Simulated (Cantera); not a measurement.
Charge: 1 mol CO2, 0.04 mol SO2, held at 2323 K and 101000 Pa.

Cantera equilibrium calculation (NASA polynomials, part measured and part estimated; ideal gas, pure solids and liquids). Candidate condensed phases: C, S; 22 gas species. Rates play no part.

Problem. What is the equilibrium state?

Solution. 
- x(CO2) = 0.865
- x(CO) = 0.0645
- x(SO2) = 0.0368
- x(O2) = 0.0319
- x(O) = 0.00101
- x(SO) = 0.000377
- x(SO3) = 1.71e-5
- x(S) = 1.06e-6
- gas amount = 1.075 mol
- log10 activity of S(l) (absent) = -5.98
- log10 activity of C(graphite) (absent) = -7.47
